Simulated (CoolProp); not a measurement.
Water along the isobar 7.33 bar: Z from the reference equation and from simpler models built on Tc = 647.1 K, pc = 220.6 bar, ω = 0.344; each cubic takes its own stable root.

The numbers come from the reference Helmholtz-energy equation of state, Wagner 2002 in CoolProp.

```json
[
 {"T (K)": "393.9", "phase": "liquid", "reference": "0.004277"},
 {"T (K)": "428.4", "phase": "liquid", "reference": "0.004064"},
 {"T (K)": "462.9", "phase": "gas", "reference": "0.9554"},
 {"T (K)": "497.3", "phase": "gas", "reference": "0.9677"},
 {"T (K)": "531.8", "phase": "gas", "reference": "0.9757"},
 {"T (K)": "566.3", "phase": "gas", "reference": "0.9812"},
 {"T (K)": "600.8", "phase": "gas", "reference": "0.9851"},
 {"T (K)": "635.2", "phase": "gas", "reference": "0.9880"},
 {"T (K)": "669.7", "phase": "gas", "reference": "0.9903"}
]
```

Q: How far does each simpler model (van der Waals, Redlich-Kwong, Soave-Redlich-Kwong, Peng-Robinson) lie from the reference over these 9 states: mean and median of the absolute difference, and the worst?

A: 
- van der Waals: mean 5155.0 %, median 0.9 %, worst +23856.7 % at 428.4 K and 7.33 bar
- Redlich-Kwong: mean 2627.8 %, median 0.4 %, worst +23605.7 % at 428.4 K and 7.33 bar
- Soave-Redlich-Kwong: mean 8.2 %, median 0.2 %, worst +36.6 % at 428.4 K and 7.33 bar
- Peng-Robinson: mean 4.8 %, median 0.2 %, worst +20.8 % at 428.4 K and 7.33 bar

At some of these states van der Waals, Redlich-Kwong gives the other phase, because its saturation line lies elsewhere.
